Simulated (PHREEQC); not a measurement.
**Metal-bearing waste water (model solution)**

Consider water at 20 °C with 0.051 mmol/kgw Pb(NO3)2, 2.8 mmol/kgw CaCl2, 0.13 mmol/kgw H2SO4 and 1.2 mmol/kgw Na2SO4. Closed to the air; pH follows from the charge balance.

Equilibrium calculation in PHREEQC: ion-association model, phreeqc.dat.

This is a speciation only: nothing precipitates in the calculation.

**Question.** What pH, ionic strength does the model give?

**Answer.** pH 3.65; ionic strength 0.0116 mol/kgw.

**Question.** In which forms is Pb present?

**Answer.** Pb+2 72 %, PbSO4 19 %, PbCl+ 9.1 % of the Pb.

Complexes and solids missing from the database can't appear.
